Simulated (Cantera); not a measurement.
A closed system holds: 1 mol SiF4, 1 mol O2, at 1.33 mbar.

Equilibrium computed with Cantera from the NASA thermochemical tables; the gas is ideal and each condensed phase is pure. Candidate condensed phases: Si, SiO2; 17 gas species. Kinetics and transport are ignored. All values below are at 998 K.

Base state: O2 0.500, SiF4 0.500 (mole fractions); condensed: gas only.

Q: What changes in the equilibrium state with this change: SiF4 replaced by TEOS?

A: 
| species | before | after |
|---|---|---|
| H2 | 0 | 0.714 |
| CO | 0 | 0.286 |
| H2O | 0 | 0.000111 |
| O2 | 0.500 | <1e-9 |
| SiF4 | 0.500 | 0 |
| CH4 | 0 | 6.63e-5 |
| CO2 | 0 | 6.43e-5 |
| C(graphite), mol | 0 | 4.00 |
| SiO2(β-quartz), mol | 0 | 1.00 |
The feed counts by its element totals alone. Further candidate phases: C, C6H6, C7H8, C8H18, H2O, SiC.
